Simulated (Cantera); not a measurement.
A Cantera script and what it prints.

```python
import numpy as np
import cantera as ct

gas_names = """
    CO
""".split()
cond_names = """
    C(gr) Fe2O3(s) Fe(a) Fe(c) Fe(d) Fe(L)
""".split()


# ... load() reads the species with a 1 bar reference pressure and builds the phases ...
species = {s.name: s for s in load("nasa_gas.yaml", gas_names) + load("nasa_condensed.yaml", cond_names)}
# Each term lists the table entries of one substance; the one whose range holds T is used.
reactions = {
    '3 C + Fe2O3 = 3 CO(g) + 2 Fe':
        [(-3, ['C(gr)']), (-1, ['Fe2O3(s)']), (3, ['CO']), (2, ['Fe(a)', 'Fe(c)', 'Fe(d)', 'Fe(L)'])],
}


def pick(names, T):
    return next(species[n] for n in names if species[n].thermo.min_temp <= T <= species[n].thermo.max_temp)


results = []
for label, terms in reactions.items():
    print(label)
    print("     T/K   dH/kJ  dS/(J/K)   dG/kJ   log10 K")
    for T in [1225, 1300, 1375, 1450, 1525, 1600]:
        used = [(nu, pick(names, T)) for nu, names in terms]
        dH = sum(nu * s.thermo.h(T) for nu, s in used) / 1e6
        dS = sum(nu * s.thermo.s(T) for nu, s in used) / 1e3
        dG = dH - T * dS / 1e3
        logK = -dG * 1e6 / (ct.gas_constant * T * np.log(10))
        results.append((label, T, dH, dS, dG, logK, [s.name for _, s in used]))
        print(f"{T:8g} {dH:8.1f} {dS:8.1f} {dG:8.1f} {logK:8.2f}")
```

It prints:

```
3 C + Fe2O3 = 3 CO(g) + 2 Fe
     T/K   dH/kJ  dS/(J/K)   dG/kJ   log10 K
    1225    470.3    509.7   -154.1     6.57
    1300    467.3    507.3   -192.2     7.72
    1375    464.4    505.1   -230.2     8.74
    1450    461.7    503.2   -268.0     9.65
    1525    459.0    501.4   -305.7    10.47
    1600    456.4    499.8   -343.2    11.20
```

Source: NASA polynomial tables (part measured, part estimated), evaluated in Cantera. Condensed species are held in their standard states even where they would react or evaporate.
